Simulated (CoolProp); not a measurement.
A simple Rankine cycle with propyne: condensing at 325.15 K, boiler at 3.47 MPa, turbine inlet 377.1 K, turbine efficiency 0.7, pump efficiency 0.8, no recuperator. Each further row changes one setting.

The numbers come from the reference Helmholtz-energy equation of state, Polt 1992 in CoolProp. This equation is an older, rougher fit; its heat capacities, sound speeds and derivatives of the liquid may be far off and weren't checked against measurements.

```json
[
 {"case": "as stated", "thermal efficiency (%)": "…", "net work (kJ/kg)": "32.9", "heat in (kJ/kg)": "440", "turbine exit temperature (K)": "325.1", "volume ratio over the turbine": "…"},
 {"case": "turbine inlet 397.1 K", "thermal efficiency (%)": "7.9", "net work (kJ/kg)": "39.7", "heat in (kJ/kg)": "504", "turbine exit temperature (K)": "345.0", "volume ratio over the turbine": "3.00"},
 {"case": "condensing temperature 317.15 K", "thermal efficiency (%)": "8.6", "net work (kJ/kg)": "39.7", "heat in (kJ/kg)": "460", "turbine exit temperature (K)": "317.2", "volume ratio over the turbine": "3.89"},
 {"case": "boiler pressure 2.43 MPa", "thermal efficiency (%)": "5.6", "net work (kJ/kg)": "…", "heat in (kJ/kg)": "…", "turbine exit temperature (K)": "344.1", "volume ratio over the turbine": "2.06"},
 {"case": "turbine efficiency 0.6", "thermal efficiency (%)": "6.2", "net work (kJ/kg)": "27.5", "heat in (kJ/kg)": "440", "turbine exit temperature (K)": "325.1", "volume ratio over the turbine": "3.22"}
]
```

Task: Fill in the missing entries.

Result: 
- as stated, thermal efficiency (%): 7.5
- as stated, volume ratio over the turbine: 3.18
- boiler pressure 2.43 MPa, net work (kJ/kg): 27.4
- boiler pressure 2.43 MPa, heat in (kJ/kg): 489

The expansion ends wet for: as stated; condensing temperature 317.15 K; turbine efficiency 0.6.
